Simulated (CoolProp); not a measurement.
Saturation properties of n-hexane.

Model: reference Helmholtz-energy equation of state, Thol 2019, in CoolProp.

```tsv
T (°C)	p (kPa)	liquid density (kg/m³)	liquid cp (kJ/(kg K))	vapour Z	liquid viscosity (µPa s)	vapour viscosity (µPa s)
-38.05	0.5274	710.0	2.057	0.9991	626	4.94
-31.65	0.8477	704.5	2.074	0.9986	572	5.07
-25.35	1.315	699.1	2.092	(withheld)	525	5.21
-18.95	2.000	693.6	2.111	0.9973	484	5.34
-12.65	2.950	688.2	2.132	0.9964	448	5.48
-6.25	4.283	682.6	(withheld)	0.9952	415	5.61
0.05	6.057	677.1	2.175	0.9937	386	5.74
6.45	8.451	671.4	(withheld)	0.9919	360	(withheld)
```

### Question
What belongs in the gaps?

### Answer

- -25.35, vapour Z: 0.9981
- -6.25, liquid cp (kJ/(kg K)): 2.153
- 6.45, liquid cp (kJ/(kg K)): 2.199
- 6.45, vapour viscosity (µPa s): 5.87

It boils at 68.7 °C under 1 atm.

Viscosity comes from a separate model (Michailidou 2013).
